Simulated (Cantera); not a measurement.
Input: 1 mol Si, 5.5 mol HF, 2.3 mol NF₃, at 873.15 K and 100 Torr.

Equilibrium computed with Cantera from the NASA thermochemical tables; the gas is ideal and each condensed phase is pure. Candidate condensed phases: Si, Si₃N₄; 37 gas species. Kinetics and transport are ignored.

### Question
What is the equilibrium state?

### Answer
```
Property                              Value
--------------------------------  ---------
x(HF)                                 0.603
x(F₂)                                 0.134
x(N₂)                                 0.122
x(SiF₄)                               0.110
x(F)                                 0.0234
x(NF₃)                              0.00893
x(H₂F₂)                             3.18e-6
gas amount                        9.125 mol
log10 activity of Si(s) (absent)     -87.46
```
